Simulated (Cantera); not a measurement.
A perfectly stirred reactor is fed with H2 : O2 : N2 : H2O = 1 : 0.333 : 1.25 : 0.071 (molar parts), equivalence ratio 1.5, at 100000 Pa; it is adiabatic with a 400 K inlet, and is followed from long to short residence time, starting on the burning branch (τ in s: 0.021, 0.012, 0.007, 0.0041, 0.0024, 0.0014, 0.00079, 0.00046, 0.00026, 0.00015, 8.8e-05, 5.1e-05).

Computed with Cantera and the H2/O2 subset of GRI-Mech 3.0, which has no nitrogen chemistry.

Question: What does this change do: pressure from 100000 Pa to 560000 Pa?

Answer: 
| quantity | before | after |
|---|---|---|
| blow-out, bracketed by the residence times tried | burning at 51.0 µs, the shortest tried | burning at 51.0 µs, the shortest tried |
| x(H2) at τ = 21.0 ms | 0.141 | 0.143 |
| x(O2) at τ = 21.0 ms | 0.000136 | 3.82e-5 |
| x(H2O) at τ = 21.0 ms | 0.313 | 0.316 |
| x(HO2) at τ = 21.0 ms | 9.52e-8 | 2.82e-8 |
| x(H2O2) at τ = 21.0 ms | 2.46e-8 | 1.35e-8 |
| x(H2) at τ = 0.790 ms | 0.134 | 0.142 |
| x(O2) at τ = 0.790 ms | 0.00154 | 0.000334 |
| x(H2O) at τ = 0.790 ms | 0.299 | 0.313 |
| x(HO2) at τ = 0.790 ms | 1.18e-6 | 6.53e-7 |
| x(H2O2) at τ = 0.790 ms | 1.87e-7 | 1.37e-7 |
The hydrogen kinetics of GRI-Mech 3.0 are dated; newer H2 mechanisms differ, most at raised pressure.

Question: What does this change do: pressure from 100000 Pa to 500000 Pa?

Answer: 
```json
[
 {"quantity": "blow-out, bracketed by the residence times tried", "before": "burning at 51.0 µs, the shortest tried", "after": "burning at 51.0 µs, the shortest tried"},
 {"quantity": "x(H2) at τ = 21.0 ms", "before": "0.141", "after": "0.143"},
 {"quantity": "x(O2) at τ = 21.0 ms", "before": "0.000136", "after": "4.06e-5"},
 {"quantity": "x(H2O) at τ = 21.0 ms", "before": "0.313", "after": "0.316"},
 {"quantity": "x(HO2) at τ = 21.0 ms", "before": "9.52e-8", "after": "3.00e-8"},
 {"quantity": "x(H2O2) at τ = 21.0 ms", "before": "2.46e-8", "after": "1.38e-8"},
 {"quantity": "x(H2) at τ = 0.790 ms", "before": "0.134", "after": "0.141"},
 {"quantity": "x(O2) at τ = 0.790 ms", "before": "0.00154", "after": "0.000354"},
 {"quantity": "x(H2O) at τ = 0.790 ms", "before": "0.299", "after": "0.313"},
 {"quantity": "x(HO2) at τ = 0.790 ms", "before": "1.18e-6", "after": "6.83e-7"},
 {"quantity": "x(H2O2) at τ = 0.790 ms", "before": "1.87e-7", "after": "1.38e-7"}
]
```
The hydrogen kinetics of GRI-Mech 3.0 are dated; newer H2 mechanisms differ, most at raised pressure.
